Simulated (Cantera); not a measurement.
Adiabatic ignition

An adiabatic, constant-pressure homogeneous reactor starts with 12.7 % CH4, 0.481 % C2H6, 1.77 % C3H8, 17.1 % O2, 64.2 % N2, 3.80 % CO2, equivalence ratio 2.1, at 1500 K and 10.9 atm.

Model: GRI-Mech 3.0 (53 species, 325 reactions), integrated in Cantera.

```csv
t (s),T (K),x CH4,x C2H6,x C3H8,x O2,x NO2,x H2O2
1.00e-6,1499,0.127,0.00480,0.0176,0.171,<1e-12,2.19e-6
2.28e-6,1498,0.126,0.00480,0.0174,0.171,<1e-12,7.16e-6
5.18e-6,1499,0.126,0.00495,0.0167,0.170,<1e-12,9.24e-6
1.18e-5,1504,0.124,0.00539,0.0150,0.168,<1e-12,1.29e-5
2.68e-5,1529,0.119,0.00613,0.0104,0.161,3.08e-12,3.05e-5
6.11e-5,2488,0.00230,1.01e-6,4.66e-10,1.34e-5,2.91e-10,7.83e-9
0.000139,2466,0.000367,2.10e-8,1.30e-12,1.82e-6,1.00e-9,3.84e-9
0.000316,2462,9.90e-7,<1e-12,<1e-12,1.83e-6,1.64e-9,3.84e-9
0.000720,2462,1.84e-9,<1e-12,<1e-12,1.84e-6,1.38e-9,3.87e-9
0.00164,2462,1.78e-9,<1e-12,<1e-12,1.85e-6,9.28e-10,3.88e-9
0.00373,2463,1.75e-9,<1e-12,<1e-12,1.86e-6,6.13e-10,3.89e-9
0.00848,2463,1.74e-9,<1e-12,<1e-12,1.86e-6,4.94e-10,3.90e-9
0.0193,2463,1.74e-9,<1e-12,<1e-12,1.86e-6,4.81e-10,3.90e-9
0.0439,2463,1.74e-9,<1e-12,<1e-12,1.86e-6,4.81e-10,3.90e-9
0.100,2463,1.74e-9,<1e-12,<1e-12,1.86e-6,4.81e-10,3.90e-9
```
x: mole fraction; the columns are a selection and need not sum to one.

The time of steepest temperature rise is 50.1 µs. The temperature at 0.100 s comes out as 2463 K, the equilibrium temperature is 2463 K and the x(CH4) at 0.100 s comes out as 1.74e-9 (gas-phase equilibrium 1.95e-9). The x(C2H6) at 0.100 s is <1e-12 (gas-phase equilibrium <1e-12) and the x(C3H8) at 0.100 s comes out as <1e-12 (gas-phase equilibrium <1e-12).
